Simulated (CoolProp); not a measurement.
R507A along the isobar 20.2 MPa: fugacity coefficient from the reference equation and from simpler models built on Tc = 343.8 K, pc = 3.705 MPa, ω = 0.286; each cubic takes its own stable root.

The numbers come from the reference Helmholtz-energy equation of state, Lemmon 2003 in CoolProp. It is a pseudo-pure fit of the blend.

| T (K) | phase | reference |
|---|---|---|
| 316.1 | liquid | 0.1410 |
| 331.4 | liquid | 0.1824 |
| 346.7 | supercritical | 0.2281 |
| 362.1 | supercritical | 0.2775 |
| 377.4 | supercritical | 0.3287 |
| 392.7 | supercritical | 0.3809 |
| 408 | supercritical | 0.4330 |
| 423.4 | supercritical | 0.4844 |
| 438.7 | supercritical | 0.5336 |
| 454 | supercritical | 0.5804 |
| 469.3 | supercritical | 0.6245 |
| 484.7 | supercritical | 0.6659 |
| 500 | supercritical | 0.7041 |

Q: How far does each simpler model (van der Waals, Redlich-Kwong, Soave-Redlich-Kwong) lie from the reference over these 13 states: mean and median of the absolute difference, and the worst?

A: 
- van der Waals: mean 21.3 %, median 10.3 %, worst +80.2 % at 316.1 K and 20.2 MPa
- Redlich-Kwong: mean 8.0 %, median 5.8 %, worst +25.9 % at 316.1 K and 20.2 MPa
- Soave-Redlich-Kwong: mean 13.9 %, median 14.2 %, worst +15.0 % at 346.7 K and 20.2 MPa
